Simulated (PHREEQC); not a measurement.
Consider water at 25 °C with 0.041 mmol/kgw NaBr, 120 mmol/kgw K2SO4 and 4.6 mmol/kgw ZnCl2. Closed to the air; pH follows from the charge balance.

The numbers come from PHREEQC with the ion-association model, wateq4f.dat.

Precipitation was switched off in this run.

**Question.** Order these Zn species by the share of Zn that they hold, largest first: ZnCl+, Zn+2, Zn(SO4)2-2, ZnSO4.

**Answer.** ZnSO4 (42 %), Zn+2 (31 %), Zn(SO4)2-2 (27 %), ZnCl+ (0.22 %)

**Question.** Order these S species by the share of S that they hold, largest first: KSO4-, Zn(SO4)2-2, SO4-2, ZnSO4.

**Answer.** SO4-2 (71 %), KSO4- (25 %), Zn(SO4)2-2 (2.1 %), ZnSO4 (1.6 %)

The pH is 6.38 and the ionic strength 0.301 mol/kgw. Species that the database lacks are ignored.
